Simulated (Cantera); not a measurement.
Source: NASA polynomial tables (part measured, part estimated), evaluated in Cantera. Values are per mole of reaction as written; species without (g) are pure solids or liquids, kept so even where they would boil at 1 bar.

0.6667 Ti + Cl₂(g) = 0.6667 TiCl₃, with ΔH° = -481.1 kJ and ΔS° = -150.3 J/K at 300 K.

Q: How far is the shortcut ΔG° ≈ ΔH°(300 K) − T·ΔS°(300 K) from the full temperature-dependent value at 500, 550, 600, 650, 700, 750, 800, 850 K?

A: 
```
T (K)  shortcut (kJ)  full (kJ)  difference (kJ)  difference in log10 K
-----  -------------  ---------  ---------------  ---------------------
500           -406.0     -406.7              0.7                  -0.08
550           -398.5     -399.6              1.1                  -0.10
600           -391.0     -392.5              1.5                  -0.13
650           -383.4     -385.4              2.0                  -0.16
700           -375.9     -378.5              2.5                  -0.19
750           -368.4     -371.5              3.1                  -0.22
800           -360.9     -364.6              3.7                  -0.24
850           -353.4     -357.7              4.4                  -0.27
```
The shortcut ignores the heat-capacity change of the reaction.
